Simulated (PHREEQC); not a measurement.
## Brine: speciation

Solution (25 °C): 4.7 mol HCl, 0.017 mol NaHCO3 and 2.5e-05 mol H4SiO4 per kg of water. Closed to the air; pH follows from the charge balance.

Computed with PHREEQC (Pitzer model, pitzer.dat).

Precipitation was switched off in this run.

Task: Predict the pH, activity of water.

Result: pH -1.58; activity of water 0.758.

Complexes and solids missing from the database can't appear. In brines, pH and single-ion activities rest on the MacInnes convention.
